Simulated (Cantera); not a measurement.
Input: 1 mol Si3N4, 0.23 mol C, 4.2 mol N2, at 1850 K.

Equilibrium computed with Cantera from the NASA thermochemical tables; the gas is ideal and each condensed phase is pure. Candidate condensed phases: C, Si, SiC, Si3N4; 20 gas species. Mutual solubility and eutectic melting of coexisting phases are not modelled. Rates play no part.

Task: Which condensed phases are stable at each of these points (P (Pa)): 1, 7.20, 52, 370, 2700, 19000, 140000, 1000000?

Result: 
```
P (Pa)         condensed phases  Si condensed (%)
-------  ----------------------  ----------------
1                        SiC(s)               6.4
7.20             Si(l) + SiC(s)              78.4
52               Si(l) + SiC(s)              97.2
370              Si(l) + SiC(s)              99.6
2700          SiC(s) + Si3N4(s)             100.0
19000         SiC(s) + Si3N4(s)             100.0
140000        SiC(s) + Si3N4(s)             100.0
1000000  C(graphite) + Si3N4(s)             100.0
```

At 1.00e-5 bar the condensed part is SiC(s). From 7.20e-5 bar to 0.00370 bar the condensed part is Si(l) + SiC(s). From 0.0270 bar to 1.40 bar the condensed part is SiC(s) + Si3N4(s). At 10.0 bar the condensed part is C(graphite) + Si3N4(s).
